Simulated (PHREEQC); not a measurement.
**Silver or lead bath (model solution)**

Make-up at 90 °C: 0.0097 mol PbCl2 and 0.0043 mol KBr per kg of water. Closed to the air; pH follows from the charge balance.

Equilibrium calculation in PHREEQC: ion-association model, phreeqc.dat.

Each row changes one thing in this solution. This is a speciation only: nothing precipitates in the calculation.

| case | pH | ionic strength (mol/kgw) | Br- (mol/kgw) |
|---|---|---|---|
| as made | 5.15 | 0.0221 | 0.00332 |
| diluted 5-fold with water | 5.35 | 0.00551 | 0.000760 |
| diluted 10-fold with water | 5.45 | 0.00296 | 0.000397 |
| PbCl2 from 0.0097 to 0.00194 mol/kgw | 5.40 | 0.00854 | 0.00390 |
| temperature from 90 to 50 °C | 5.07 | 0.0250 | 0.00345 |
| KBr from 0.0043 to 0.00086 mol/kgw | 5.12 | 0.0194 | 0.000647 |
| PbCl2 left out | 6.20 | 0.00430 | 0.00430 |

Some of these states are supersaturated (in Pb(OH)2, for instance). Constants without temperature data keep their 25 °C values here.
